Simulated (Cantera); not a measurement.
Cantera run, input and output.

```python
import numpy as np
import cantera as ct

gas = ct.Solution("gri30.yaml")
gas.TPX = 775, 44000, {'CH4': 1, 'O2': 1.43, 'N2': 12.6, 'H2O': 2.4}
inlet = ct.Reservoir(gas, clone=True)
gas.equilibrate("HP")  # start burning
reactor = ct.IdealGasConstPressureReactor(gas, energy="on", clone=False)
exhaust = ct.Reservoir(gas, clone=True)
tau = [0.051, 0.018, 0.0061, 0.0021, 0.00074, 0.00026, 9e-05, 3.1e-05, 1.1e-05, 3.8e-06][0]
for a, b in ((inlet, reactor), (reactor, exhaust)):
    ct.MassFlowController(a, b, mdot=lambda t: reactor.mass / tau)
net = ct.ReactorNet([reactor])
show = ['CH4', 'O2', 'H2O', 'HCO', 'CH2O', 'CH2CO']

rows = []
print(f"{'tau/s':>10s}{'T/K':>9s}" + "".join(f"{s:>11s}" for s in show))
for tau in [0.051, 0.018, 0.0061, 0.0021, 0.00074, 0.00026, 9e-05, 3.1e-05, 1.1e-05, 3.8e-06]:
    net.initial_time = 0.0
    net.advance(30 * tau)
    before = gas.X
    net.advance(40 * tau)
    drift = np.max(np.abs(gas.X - before) / (gas.X + 1e-9))
    rows.append([gas.T, *gas[show].X, drift])
    print(f"{tau:10.3e}{gas.T:9.1f}" + "".join(f"{x:11.3e}" for x in gas[show].X))
```

Output:

```
     tau/s      T/K        CH4         O2        H2O        HCO       CH2O      CH2CO
 5.100e-02   1519.7  3.357e-03  3.881e-03  2.097e-01  9.710e-08  2.467e-05  4.484e-05
 1.800e-02    775.0  5.737e-02  8.204e-02  1.377e-01  1.329e-23  2.645e-13  1.086e-17
 6.100e-03    775.0  5.737e-02  8.204e-02  1.377e-01  1.516e-24  3.021e-14  2.187e-22
 2.100e-03    775.0  5.737e-02  8.204e-02  1.377e-01  1.793e-25  3.574e-15  4.315e-27
 7.400e-04    775.0  5.737e-02  8.204e-02  1.377e-01  2.235e-26  4.456e-16  5.764e-31
 2.600e-04    775.0  5.737e-02  8.204e-02  1.377e-01  2.739e-27  5.465e-17 -2.595e-36
 9.000e-05    775.0  5.737e-02  8.204e-02  1.377e-01  3.271e-28  6.534e-18  1.778e-41
 3.100e-05    775.0  5.737e-02  8.204e-02  1.377e-01  4.000e-29  8.018e-19  1.135e-43
 1.100e-05    775.0  5.737e-02  8.204e-02  1.377e-01  4.752e-30  9.623e-20 -7.581e-47
 3.800e-06    775.0  5.737e-02  8.204e-02  1.377e-01  5.504e-31  1.147e-20 -3.967e-50
```

Detailed kinetics in Cantera: GRI-Mech 3.0 (53 species, 325 reactions).
